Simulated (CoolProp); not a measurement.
c-C4F8 (RC318) along the isotherm 436.4 K: fugacity coefficient from the reference equation and from simpler models built on Tc = 388.4 K, pc = 2778 kPa, ω = 0.355; each cubic takes its own stable root.

Model: reference Helmholtz-energy equation of state, Platzer 1990, in CoolProp. This equation is an older, rougher fit; its heat capacities, sound speeds and derivatives of the liquid may be far off and weren't checked against measurements.

```csv
p (kPa),phase,reference
496,gas,0.9614
992,gas,0.9235
1490,gas,0.8859
1980,gas,0.8496
2480,gas,0.8131
2980,supercritical,0.7772
3470,supercritical,0.7427
3970,supercritical,0.7081
4460,supercritical,0.6752
4960,supercritical,0.6432
5460,supercritical,0.6132
5950,supercritical,0.5865
6450,supercritical,0.5621
6940,supercritical,0.5409
```

### Question
How far does each simpler model (van der Waals, Soave-Redlich-Kwong, Peng-Robinson) lie from the reference over these 14 states: mean and median of the absolute difference, and the worst?

### Answer
- van der Waals: mean 3.0 %, median 2.9 %, worst -5.6 % at 436.4 K and 5950 kPa
- Soave-Redlich-Kwong: mean 0.9 %, median 0.4 %, worst +3.1 % at 436.4 K and 6940 kPa
- Peng-Robinson: mean 2.8 %, median 3.1 %, worst -3.7 % at 436.4 K and 4460 kPa
